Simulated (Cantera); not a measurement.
A closed system holds: 1 mol Pb, 1.2 mol H₂, 0.65 mol N₂, held at 900 K and 5180 Torr.

Method: chemical equilibrium by Gibbs-energy minimisation in Cantera with the NASA 1993 tables (ideal gas, pure condensed phases). Candidate condensed phases: Pb; 11 gas species. The numbers say what is thermodynamically allowed, not how fast it happens.

What is the equilibrium state?


| Item | Result |
|---|---|
| x(H₂) | 0.646 |
| x(N₂) | 0.351 |
| x(NH₃) | 0.00257 |
| n(Pb(l)) | 1.00 mol |
| gas amount | 1.845 mol |
